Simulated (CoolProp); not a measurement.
Vapour-liquid equilibrium of isohexane (1) + n-hexane (2) at 292.9 K; x and y are mole fractions of (1).

The numbers come from the multi-fluid Helmholtz-energy mixture model, Lemmon 2006 and Thol 2019; pair parameters Bell 2016 in CoolProp.

Problem. Give the bubble pressure and the first vapour's composition at x = 0.2, 0.275, 0.95. Is there an azeotrope?

Solution. x = 0.2: 17.43 kPa, y = 0.265; x = 0.275: 17.96 kPa, y = 0.353; x = 0.95: 22.32 kPa, y = 0.962. No azeotrope shows between x = 0.05 and 0.95.

Pair parameters are fitted to limited data, so mixtures are less certain than the pure fluids.
